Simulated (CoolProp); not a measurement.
Saturation properties of R245ca.

The numbers come from the reference Helmholtz-energy equation of state, Zhou 2016 in CoolProp.

```
T (K)  p (kPa)  enthalpy of vaporisation (kJ/kg)  liquid cp (kJ/(kg K))  vapour Z  surface tension (mN/m)
-----  -------  --------------------------------  ---------------------  --------  ----------------------
230.1    2.609                             242.6                  1.317    0.9978                    25.2
242.6    6.200                             235.3                  1.321    0.9955                    23.6
255.1    13.26                             228.3                  1.329    0.9917                    22.0
267.6    25.95                             221.4                  1.340    0.9860                    20.3
280.1    47.17                             214.4                  1.354    0.9780                    18.7
292.6    80.51                             207.5                  1.371    0.9673                    17.0
305.1    130.3                             200.3                  1.390    0.9535                    15.4
317.6    201.4                             193.0                  1.412    0.9365                    13.8
330.1    299.4                             185.3                  1.436    0.9159                    12.2
342.6    430.3                             177.2                  1.464    0.8914                    10.6
355.1    600.7                             168.5                  1.497    0.8628                    9.05
```

It boils at 298.4 K under 1 atm.

Surface tension comes from a separate correlation (Mulero 2012).
